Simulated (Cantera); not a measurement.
A closed system holds: 1 mol Fe(CO)₅, 0.19 mol CO, 47 mol N₂.

Method: chemical equilibrium by Gibbs-energy minimisation in Cantera with the NASA 1993 tables (ideal gas, pure condensed phases). Candidate condensed phases: C, Fe, Fe(CO)₅, FeO, Fe₂O₃, Fe₃O₄; 27 gas species. The tables' stoichiometric FeO is somewhat more stable than real wüstite, so its field is too wide. FeO: taken at fixed stoichiometry. Condensed phases not in the tables: cementite and carbon dissolved in iron. Kinetics and transport are ignored.

What condenses at these points (T in K, P in Pa): (1173, 320000); (1048, 3200); (973, 1000000); (948, 32000); (1123, 100000); (1123, 32)?


```
T (K)  P in Pa  condensed phases  Fe condensed (%)
-----  -------  ----------------  ----------------
1173    320000            C + Fe             100.0
1048      3200            C + Fe             100.0
973    1000000           C + FeO             100.0
948      32000            C + Fe             100.0
1123    100000            C + Fe             100.0
1123        32                Fe             100.0
```
